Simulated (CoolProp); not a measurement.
Properties of sulfur hexafluoride along the isobar 1850 kPa (Tc = 318.7 K, pc = 3755 kPa, ω = 0.210).

Computed with CoolProp (reference Helmholtz-energy equation of state, Guder 2009).

```tsv
T (K)	phase	cp (kJ/(kg K))	isothermal compressibility (1/MPa)	expansivity (1/kK)	fugacity coefficient
266.4	liquid	0.9869	0.007557	4.155	0.4824
272.1	liquid	1.019	0.009201	4.604	0.5522
277.8	liquid	1.058	0.01153	5.205	0.6267
283.5	liquid	1.109	0.01509	6.061	0.7054
289.2	gas	0.9465	0.9092	12.14	0.7739
294.9	gas	0.8870	0.8302	9.993	0.7890
300.6	gas	0.8547	0.7798	8.638	0.8025
306.3	gas	0.8346	0.7440	7.677	0.8149
312	gas	0.8216	0.7170	6.954	0.8262
317.7	gas	0.8134	0.6959	6.386	0.8365
```
